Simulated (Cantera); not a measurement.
Thermodynamics of metals in furnace atmospheres, feed Fe + O₂ + CO + H₂S

Charge: 1 mol Fe, 0.002 mol O₂, 7.5 mol CO, 0.0023 mol H₂S, at 3.98 Torr.

Cantera equilibrium calculation (NASA polynomials, part measured and part estimated; ideal gas, pure solids and liquids). Candidate condensed phases: C, C₆H₆, C₇H₈, C₈H₁₈, Fe, Fe(CO)₅, FeO, Fe(OH)₂, Fe(OH)₃, FeS, FeSO₄, FeS₂, Fe₂O₃, Fe₂(SO₄)₃, Fe₃O₄, H₂O, H₂SO₄, S; 127 gas species. Mutual solubility and eutectic melting of coexisting phases are not modelled. FeS: taken at fixed stoichiometry. Condensed phases not in the tables: cementite and carbon dissolved in iron. Gases not in the tables: S₃ to S₇. The numbers say what is thermodynamically allowed, not how fast it happens.

From 550 °C to 750 °C the condensed part is C(graphite) + Fe(α) + FeS(s). At 850 °C the condensed part is Fe(α) + FeS(s). At 950 °C the condensed part is Fe(γ) + FeS(s). From 1050 °C to 1350 °C the condensed part is Fe(γ). At 1450 °C the condensed part is Fe(δ). From 1550 °C to 1750 °C the condensed part is Fe(l).

```csv
T (°C),x CO,x CO₂,x Fe,x H₂,x H,n C(graphite),n Fe(α),n FeS(s),n Fe(γ),n Fe(δ),n Fe(l)
550,0.826,0.173,<1e-12,0.000340,1.86e-12,1.10,0.998,0.00226,0,0,0
650,0.983,0.0162,<1e-12,0.000309,5.90e-11,0.115,0.998,0.00217,0,0,0
750,0.998,0.00189,8.46e-12,0.000306,9.95e-10,0.0101,0.998,0.00198,0,0,0
850,0.999,0.000536,5.88e-10,0.000306,1.02e-8,0,0.998,0.00160,0,0,0
950,0.999,0.000543,1.99e-8,0.000305,7.21e-8,0,0,0.000798,0.999,0,0
1050,0.999,0.000546,3.92e-7,0.000304,3.80e-7,0,0,0,1.000,0,0
1150,0.999,0.000540,5.03e-6,0.000303,1.59e-6,0,0,0,1.000,0,0
1250,0.999,0.000537,4.58e-5,0.000301,5.51e-6,0,0,0,1.000,0,0
1350,0.999,0.000535,0.000315,0.000295,1.63e-5,0,0,0,0.998,0,0
1450,0.997,0.000534,0.00172,0.000281,4.20e-5,0,0,0,0,0.987,0
1550,0.991,0.000529,0.00768,0.000253,9.46e-5,0,0,0,0,0,0.942
1650,0.971,0.000516,0.0279,0.000202,0.000184,0,0,0,0,0,0.784
1750,0.910,0.000479,0.0888,0.000129,0.000296,0,0,0,0,0,0.268
```
x: gas mole fraction; n: condensed amount in mol.
